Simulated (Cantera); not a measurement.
What does this Cantera script print?

```python
import numpy as np
import cantera as ct

gas_names = [...]  # 109 gases of nasa_gas.yaml made of C, Cl, H, Si
cond_names = """
    C(gr) C6H6(L) C7H8(L) C8H18(L),n-octa Si(cr) Si(L) SiC(b)
""".split()


# ... load() reads the species with a 1 bar reference pressure and builds the phases ...
atoms = {
    'SiCl4': {'Si': 1, 'CL': 4},
    'C2H2': {'C': 2, 'H': 2},
    'H2': {'H': 2},
}
top_T = {'C(gr)': 4500, 'SiC(b)': 3050}  # K; cautious upper limits of use, not melting points


# ... equilibrate(T, P, feed) seeds the gas with the atoms and calls Mixture.equilibrate('TP', solver="vcs", rtol=1e-11, max_steps=5000) ...
results = []
feed = {'SiCl4': 1, 'C2H2': 0.021, 'H2': 20}  # mol
T = 1048  # K
for P in [100, 320, 1000, 3200, 10000, 32000, 100000]:
    mix = equilibrate(T, P, feed)
    results.append((T, P, feed, dict(zip(mix.species_names, mix.species_moles))))
    x = sorted(zip(gas.X, gas.species_names), reverse=True)
    print(f"T = {T:g} K  P = {P:g} Pa  gas = {mix.phase_moles(0):.4g} mol")
    print("   x: " + "  ".join(f"{s} {v:.3e}" for v, s in x if v > 0.001))
    print("   condensed (mol): " + ("  ".join(f"{mix.phase(i).name} {mix.phase_moles(i):.4g}"
          for i in range(1, mix.n_phases) if mix.phase_moles(i) > 1e-12) or "none"))
```

Result:

```
T = 1048 K  P = 100 Pa  gas = 21.46 mol
   x: H2 8.990e-01  HCL 6.467e-02  SiCL4 2.140e-02  SiCL2 8.663e-03  SiCL3 3.181e-03  SiHCL3 3.044e-03
   condensed (mol): Si(cr) 0.1781  SiC(b) 0.042
T = 1048 K  P = 320 Pa  gas = 21.34 mol
   x: H2 9.103e-01  HCL 5.099e-02  SiCL4 2.582e-02  SiCL2 5.318e-03  SiHCL3 4.715e-03  SiCL3 2.738e-03
   condensed (mol): Si(cr) 0.1324  SiC(b) 0.042
T = 1048 K  P = 1000 Pa  gas = 21.24 mol
   x: H2 9.193e-01  HCL 3.958e-02  SiCL4 2.872e-02  SiHCL3 6.824e-03  SiCL2 3.173e-03  SiCL3 2.230e-03
   condensed (mol): Si(cr) 0.0844  SiC(b) 0.04199
T = 1048 K  P = 3200 Pa  gas = 21.15 mol
   x: H2 9.263e-01  SiCL4 3.023e-02  HCL 3.009e-02  SiHCL3 9.520e-03  SiCL2 1.820e-03  SiCL3 1.733e-03
   condensed (mol): Si(cr) 0.03471  SiC(b) 0.04198
T = 1048 K  P = 10000 Pa  gas = 21.1 mol
   x: H2 9.304e-01  SiCL4 3.065e-02  HCL 2.418e-02  SiHCL3 1.206e-02  SiCL3 1.239e-03
   condensed (mol): SiC(b) 0.04192
T = 1048 K  P = 32000 Pa  gas = 21.08 mol
   x: H2 9.313e-01  SiCL4 3.107e-02  HCL 2.319e-02  SiHCL3 1.276e-02
   condensed (mol): SiC(b) 0.04132
T = 1048 K  P = 100000 Pa  gas = 21.06 mol
   x: H2 9.317e-01  SiCL4 3.120e-02  HCL 2.226e-02  SiHCL3 1.336e-02
   condensed (mol): SiC(b) 0.03642
```

Method: chemical equilibrium by Gibbs-energy minimisation in Cantera with the NASA 1993 tables (ideal gas, pure condensed phases). Mutual solubility and eutectic melting of coexisting phases are not modelled. The tables' values for SiCl3 are old estimates; treat these amounts as uncertain.
